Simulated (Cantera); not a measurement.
Mixture: 8.38 % CH4, 0.561 % CO, 19.1 % O2, 72.0 % N2, equivalence ratio 0.89, at 10.0 bar, adiabatic and at constant volume. Ignition delay is the time to a rise of 400 K.

Model: GRI-Mech 3.0 (53 species, 325 reactions), integrated in Cantera.

**Question.** At T0 = 1400 K, what is the delay, and which 6 reactions control it most (d ln τ / d ln k, from doubling and halving each rate constant)?

**Answer.** The delay is 0.463 ms.
```tsv
reaction	d ln τ / d ln k	faster rate
2 CH3 (+M) <=> C2H6 (+M)	0.52	lengthens it
CH3 + O2 <=> CH3O + O	-0.44	shortens it
CH3 + HO2 <=> CH3O + OH	-0.31	shortens it
CH3 + O2 <=> CH2O + OH	-0.27	shortens it
CH2O + O2 <=> HCO + HO2	-0.25	shortens it
H + O2 <=> O + OH	-0.24	shortens it
```
